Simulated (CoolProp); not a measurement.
CH3F (R41) along the isotherm 425 K: Z from the reference equation and from simpler models built on Tc = 317.3 K, pc = 59.06 bar, ω = 0.200; each cubic takes its own stable root.

The numbers come from the reference Helmholtz-energy equation of state, Lemmon 2006 in CoolProp. It is a short technical equation, of lower accuracy than the large ones.

| p (bar) | phase | reference |
|---|---|---|
| 11.4 | gas | 0.9716 |
| 22.7 | gas | 0.9436 |
| 34.1 | gas | 0.9157 |
| 45.4 | gas | 0.8884 |
| 56.8 | gas | 0.8614 |
| 68.1 | supercritical | 0.8351 |
| 79.5 | supercritical | 0.8094 |
| 90.9 | supercritical | 0.7847 |
| 102 | supercritical | 0.7617 |
| 114 | supercritical | 0.7385 |
| 125 | supercritical | 0.7188 |
| 136 | supercritical | 0.7011 |
| 148 | supercritical | 0.6841 |

How far does each simpler model (van der Waals, Peng-Robinson) lie from the reference over these 13 states: mean and median of the absolute difference, and the worst?


- van der Waals: mean 2.7 %, median 2.6 %, worst -5.8 % at 425 K and 125 bar
- Peng-Robinson: mean 2.5 %, median 1.7 %, worst +7.4 % at 425 K and 148 bar
